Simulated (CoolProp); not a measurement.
Model: reference Helmholtz-energy equation of state, Span 1996, in CoolProp.

Task: For carbon dioxide, give the phase and the density (kg/m³), cp (kJ/(kg K)), speed of sound (m/s), expansivity (1/kK) at -18.45 °C and 36.8 MPa; 6.95 °C and 36.8 MPa; 57.55 °C and 36.8 MPa.

Result: 
- -18.45 °C and 36.8 MPa: liquid; density 1130, cp 1.80, speed of sound 949, expansivity 2.64
- 6.95 °C and 36.8 MPa: liquid; density 1050, cp 1.82, speed of sound 828, expansivity 3.01
- 57.55 °C and 36.8 MPa: supercritical; density 882, cp 1.88, speed of sound 620, expansivity 3.99
